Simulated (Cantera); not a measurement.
Standard-state values (1 bar) from the NASA 1993 polynomials, evaluated with Cantera. Values are per mole of reaction as written; species without (g) are pure solids or liquids, kept so even where they would boil at 1 bar.

2 NF3(g) + 3 Cu ⇌ N2(g) + 3 CuF2(g)

| T (K) | ΔH° (kJ) | ΔS° (J/K) | ΔG° (kJ) | log10 K | condensed phases |
|---|---|---|---|---|---|
| 1023 | -559.5 | 338.7 | -906.0 | 46.26 | Cu(s) |
| 1173 | (withheld) | (withheld) | (withheld) | (withheld) | Cu(s) |
| 1323 | -574.5 | 325.9 | -1005.7 | 39.70 | Cu(s) |
| 1473 | -622.6 | 290.7 | -1050.7 | 37.26 | Cu(l) |
| 1623 | (withheld) | (withheld) | (withheld) | (withheld) | Cu(l) |
| 1773 | (withheld) | (withheld) | (withheld) | (withheld) | Cu(l) |
| 1923 | -648.8 | 275.2 | -1177.9 | 31.99 | Cu(l) |

**Question.** Complete the blanks.

**Answer.** 
- 1173, ΔH° (kJ): -566.5
- 1173, ΔS° (J/K): 332.3
- 1173, ΔG° (kJ): -956.3
- 1173, log10 K: 42.58
- 1623, ΔH° (kJ): -631.3
- 1623, ΔS° (J/K): 285.0
- 1623, ΔG° (kJ): -1093.9
- 1623, log10 K: 35.21
- 1773, ΔH° (kJ): -640.1
- 1773, ΔS° (J/K): 279.9
- 1773, ΔG° (kJ): -1136.3
- 1773, log10 K: 33.48
